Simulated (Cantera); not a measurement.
A closed system holds: 1 mol Al2O3, 0.39 mol H2, at 1.10 mbar.

Equilibrium computed with Cantera from the NASA thermochemical tables; the gas is ideal and each condensed phase is pure. Candidate condensed phases: Al, Al2O3, H2O; 19 gas species. The tables' values for AlOH are old estimates; treat these amounts as uncertain. Rates play no part.

x: gas mole fraction; n: condensed amount in mol.

| T (K) | x H2 | x H | x Al | x H2O | x O | x OH | x AlO | n Al2O3(s) | n Al2O3(l) |
|---|---|---|---|---|---|---|---|---|---|
| 950 | 1.00 | 1.68e-8 | <1e-12 | 1.66e-10 | <1e-12 | <1e-12 | <1e-12 | 1.00 | 0 |
| 1100 | 1.000 | 7.80e-7 | 1.56e-10 | 3.14e-10 | <1e-12 | <1e-12 | <1e-12 | 1.00 | 0 |
| 1250 | 1.000 | 1.46e-5 | 1.05e-8 | 1.81e-8 | <1e-12 | <1e-12 | <1e-12 | 1.00 | 0 |
| 1400 | 1.000 | ? | ? | ? | <1e-12 | ? | <1e-12 | 1.00 | 0 |
| 1550 | 0.999 | 0.000949 | 3.57e-6 | 5.89e-6 | <1e-12 | 1.88e-10 | 1.18e-10 | 1.000 | 0 |
| 1700 | 0.995 | 0.00443 | 2.93e-5 | 4.93e-5 | 4.04e-11 | 1.13e-8 | 7.43e-9 | 1.000 | 0 |
| 1850 | 0.983 | 0.0161 | 0.000167 | 0.000290 | 4.39e-9 | 3.51e-7 | 2.36e-7 | 1.000 | 0 |
| 2000 | 0.950 | ? | ? | ? | ? | ? | ? | 1.000 | 0 |
| 2150 | 0.874 | 0.119 | 0.00242 | 0.00446 | 7.51e-6 | 7.83e-5 | 5.34e-5 | 0.999 | 0 |
| 2300 | 0.729 | 0.249 | 0.00659 | 0.0121 | 0.000156 | 0.000668 | 0.000459 | 0.998 | 0 |
| 2450 | 0.515 | 0.435 | 0.0144 | 0.0232 | 0.00214 | 0.00382 | 0.00265 | 0 | 0.994 |
| 2600 | 0.276 | 0.608 | 0.0304 | 0.0281 | 0.0204 | 0.0143 | 0.0123 | 0 | 0.982 |

Q: Complete the blanks.

A: 
- 2000, x H: 0.0478
- 2000, x Al: 0.000716
- 2000, x H2O: 0.00129
- 2000, x O: 2.38e-7
- 2000, x OH: 6.47e-6
- 2000, x AlO: 4.39e-6
- 1400, x H: 0.000147
- 1400, x Al: 2.69e-7
- 1400, x H2O: 4.44e-7
- 1400, x OH: 1.29e-12
